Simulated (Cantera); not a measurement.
A perfectly stirred reactor is fed with 14.7 % C3H8, 85.3 % H2, at 0.454 atm; it is held at 1575 K, and followed from long to short residence time.

Detailed kinetics in Cantera: GRI-Mech 3.0 (53 species, 325 reactions). GRI-Mech 3.0 was tuned for natural gas; its chemistry of propane as a main component is partial and can be far from experiment. GRI-Mech 3.0 stops at C3 and has no aromatics, soot or wall deposition, so with more carbon than oxygen in the feed, carbon stays in small species such as C2H2 where larger ones or solid carbon would form.

x: mole fraction; the columns are a selection and need not sum to one.

```json
[
 {"τ (s)": "4.8", "x C3H8": "2.29e-6", "x H2": "0.810", "x C2H4": "0.00672", "x C2H6": "(withheld)", "x H": "5.91e-5", "x C2H2": "0.128"},
 {"τ (s)": "2.1", "x C3H8": "5.11e-6", "x H2": "0.807", "x C2H4": "0.00674", "x C2H6": "(withheld)", "x H": "6.27e-5", "x C2H2": "0.127"},
 {"τ (s)": "0.91", "x C3H8": "1.13e-5", "x H2": "0.803", "x C2H4": "0.00685", "x C2H6": "(withheld)", "x H": "6.94e-5", "x C2H2": "0.124"},
 {"τ (s)": "0.40", "x C3H8": "2.43e-5", "x H2": "0.798", "x C2H4": "0.00717", "x C2H6": "(withheld)", "x H": "8.04e-5", "x C2H2": "0.122"},
 {"τ (s)": "0.17", "x C3H8": "5.20e-5", "x H2": "0.794", "x C2H4": "0.00791", "x C2H6": "(withheld)", "x H": "9.79e-5", "x C2H2": "0.119"},
 {"τ (s)": "0.075", "x C3H8": "0.000105", "x H2": "0.789", "x C2H4": "0.00925", "x C2H6": "(withheld)", "x H": "0.000121", "x C2H2": "0.115"},
 {"τ (s)": "0.032", "x C3H8": "0.000215", "x H2": "0.785", "x C2H4": "0.0118", "x C2H6": "(withheld)", "x H": "0.000154", "x C2H2": "0.111"},
 {"τ (s)": "0.014", "x C3H8": "0.000426", "x H2": "0.780", "x C2H4": "0.0160", "x C2H6": "(withheld)", "x H": "0.000194", "x C2H2": "0.105"},
 {"τ (s)": "0.0061", "x C3H8": "0.000838", "x H2": "0.774", "x C2H4": "0.0228", "x C2H6": "(withheld)", "x H": "0.000243", "x C2H2": "0.0959"},
 {"τ (s)": "0.0026", "x C3H8": "0.00167", "x H2": "0.769", "x C2H4": "0.0336", "x C2H6": "(withheld)", "x H": "0.000305", "x C2H2": "0.0837"},
 {"τ (s)": "0.0011", "x C3H8": "0.00336", "x H2": "0.764", "x C2H4": "0.0486", "x C2H6": "(withheld)", "x H": "0.000377", "x C2H2": "0.0676"}
]
```

Q: Complete the blanks.

A: 
- 4.8, x C2H6: 1.62e-5
- 2.1, x C2H6: 1.99e-5
- 0.91, x C2H6: 2.71e-5
- 0.40, x C2H6: 3.93e-5
- 0.17, x C2H6: 6.07e-5
- 0.075, x C2H6: 9.35e-5
- 0.032, x C2H6: 0.000147
- 0.014, x C2H6: 0.000228
- 0.0061, x C2H6: 0.000351
- 0.0026, x C2H6: 0.000542
- 0.0011, x C2H6: 0.000839
